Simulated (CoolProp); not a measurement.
Vapour-liquid equilibrium of 1-butene (1) + n-butane (2) at 363.7 K; x and y are mole fractions of (1).

Model: multi-fluid Helmholtz-energy mixture model, Lemmon 2005 and Bücker 2006; pair parameters Bell 2016, in CoolProp.

```
x      bubble pressure, mixture model (bar)  bubble pressure, Raoult's law (bar)  y, mixture model  y, Raoult's law
-----  ------------------------------------  -----------------------------------  ----------------  ---------------
0.05                                  12.75                                12.75             0.056            0.058
0.125                                 12.93                                12.91             0.139            0.144
0.2                                   13.11                                13.08             0.221            0.227
0.275                                 13.29                                13.24             0.301            0.308
0.35                                  13.47                                13.41             0.379            0.388
0.425                                 13.65                                13.58             0.455            0.465
0.5                                   13.83                                13.74             0.530            0.540
0.575                                 14.00                                13.91             0.603            0.614
0.65                                  14.17                                14.07             0.675            0.686
0.725                                 14.33                                14.24             0.745            0.756
0.8                                   14.48                                14.41             0.815            0.825
0.875                                 14.63                                14.57             0.885            0.892
0.95                                  14.76                                14.74             0.954            0.957
```

The largest gap from Raoult's law is +0.7 % in bubble pressure, at x = 0.65. No azeotrope shows between x = 0.05 and 0.95.

Pair parameters are fitted to limited data, so mixtures are less certain than the pure fluids.
